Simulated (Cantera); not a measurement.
Charge: 1 mol C2H2, 0.28 mol O2, equilibrated at 10.0 Torr.

Equilibrium computed with Cantera from the NASA thermochemical tables; the gas is ideal and each condensed phase is pure. Candidate condensed phases: C, C6H6, C7H8, C8H18, H2O; 110 gas species. Equilibrium is a limit: real reactors are often held back by kinetics, nucleation or transport.

log p: log10 of the partial pressure in bar; n: condensed amount in mol.

```
T (°C)  log p H2  log p H  log p CO  log p H2O  log p CO2  log p CH4  log p C2H2 (acetylene)  log p C3  n C(graphite)
------  --------  -------  --------  ---------  ---------  ---------  ----------------------  --------  -------------
452        -2.07     <-13     -2.97      -2.76      -2.78      -3.43                    <-13      <-13           1.72
652        -2.07   -10.62     -2.33      -4.23      -4.19      -4.78                  -11.96      <-13           1.45
852        -2.07      ___     -2.32        ___        ___        ___                     ___      <-13           1.44
1052       -2.07    -6.82     -2.32      -6.53      -7.05      -6.31                   -8.14      <-13           1.44
1252       -2.07    -5.66     -2.32      -7.23      -7.91      -6.78                   -6.99      <-13           1.44
1452       -2.07      ___     -2.32        ___        ___        ___                     ___      <-13           1.44
1652       -2.07    -4.06     -2.32      -8.19      -9.07      -7.43                   -5.41    -11.39           1.44
1852       -2.08    -3.48     -2.33      -8.54      -9.49      -7.67                   -4.86     -9.30           1.44
2052       -2.11    -3.01     -2.34      -8.86      -9.84      -7.92                   -4.42     -7.58           1.43
2252       -2.18    -2.64     -2.36      -9.18     -10.16      -8.20                   -4.10     -6.14           1.42
2452       -2.32    -2.36     -2.40      -9.55     -10.46      -8.60                   -3.90     -4.91           1.39
2652       -2.55    -2.18     -2.45     -10.00     -10.77      -9.17                   -3.85     -3.86           1.30
```

**Question.** Fill in the missing entries.

**Answer.** 
- 1452, log p H: -4.77
- 1452, log p H2O: -7.77
- 1452, log p CO2: -8.56
- 1452, log p CH4: -7.14
- 1452, log p C2H2 (acetylene): -6.10
- 852, log p H: -8.39
- 852, log p H2O: -5.58
- 852, log p CO2: -5.87
- 852, log p CH4: -5.68
- 852, log p C2H2 (acetylene): -9.71
